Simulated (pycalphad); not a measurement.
All values are pycalphad results on the COST 507 light-alloy database (1999) (1 atm), not direct measurements. The data set is of 1999 and partly superseded. Amounts are mole fractions of atoms. Kinetics are ignored, which matters at the lower temperatures.

### Question
Give the equilibrium state of Al-0.66Si-3.13Mg (at.%) at 600 K.

### Answer
fcc, fraction 0.980, with <0.01 Si, 1.8 Mg at.%; MG2SI, fraction 0.020, with 33.3 Si, 66.7 Mg at.%.

### Question
Give the equilibrium state of Al-0.66Si-3.13Mg (at.%) at 350 K.

### Answer
fcc, fraction 0.961, with <0.01 Si, 1.1 Mg at.%; MG2SI, fraction 0.020, with 33.3 Si, 66.7 Mg at.%; ALMG_BETA, fraction 0.020, with no Si, 38.9 Mg at.%.

Database names, with the compositions (at.%) that they take in these runs: MG2SI: Mg 67 Si 33; ALMG_BETA: Al 61 Mg 39. An entry "none" or "no" means that the model of the phase leaves that element out.
